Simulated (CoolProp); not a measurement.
Vapour-liquid equilibrium of propane (1) + R134a (2) at 236.4 K; x and y are mole fractions of (1).

The numbers come from the multi-fluid Helmholtz-energy mixture model, Lemmon 2009 and Tillner-Roth 1994; pair parameters Bell 2016 in CoolProp.

```tsv
x	bubble pressure, mixture model (kPa)	bubble pressure, Raoult's law (kPa)	y, mixture model	y, Raoult's law
0.05	98.04	63.92	0.401	0.100
0.2	?	73.97	0.630	0.345
0.35	156.8	84.03	0.665	0.531
0.5	157.7	94.08	0.670	0.678
0.65	?	104.1	?	0.796
0.8	156.6	114.2	?	0.894
0.95	141.3	124.2	0.867	0.976
```

Question: Fill in the missing entries.

Answer: 
- 0.2, bubble pressure, mixture model (kPa): 147.0
- 0.65, bubble pressure, mixture model (kPa): 158.0
- 0.65, y, mixture model: 0.676
- 0.8, y, mixture model: 0.713

The largest gap from Raoult's law is +98.7 % in bubble pressure, at x = 0.2. y crosses x between x = 0.65 and 0.8: the model has an azeotrope there.

The pair parameters rest on a limited set of measurements; away from them the model extrapolates. With so large a gap from Raoult's law the liquid may split in two, which this calculation doesn't test in full.
